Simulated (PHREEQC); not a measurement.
Solution (25 °C): 0.9 mol HF per kg of water. Closed to the air; pH follows from the charge balance.

The numbers come from PHREEQC with the ion-association model, phreeqc.dat.

This is a speciation only: nothing precipitates in the calculation.

Question: Order these F species by the share of F that they hold, largest first: F-, HF2-, HF.

Answer: HF (89 %), HF2- (9.5 %), F- (1.6 %)

The pH is 1.32 and the ionic strength 0.0568 mol/kgw.
